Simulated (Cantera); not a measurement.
Feed: 1 mol SiO2, 2 mol MgO, 7.6 mol H2O, equilibrated at 802 °C and 1.00 bar.

Cantera equilibrium calculation (NASA polynomials, part measured and part estimated; ideal gas, pure solids and liquids). Candidate condensed phases: H2O, Mg, MgO, Mg(OH)2, MgSiO3, Mg2SiO4, Si, SiO2; 24 gas species. Condensed phases not in the tables: alloys, solid solutions and most ternary compounds. Kinetics and transport are ignored.

Base state: H2O 1.000 (mole fractions); condensed: Mg2SiO4(s).

**Question.** What changes in the equilibrium state with this change: temperature from 802 °C to 1450 °C?

**Answer.** 
```csv
species,before,after
H2O,1.000,0.998
H2,1.00e-6,0.00114
O2,4.88e-7,0.000497
OH,5.55e-8,0.000295
"Mg2SiO4(s), mol",1.00,1.000
```
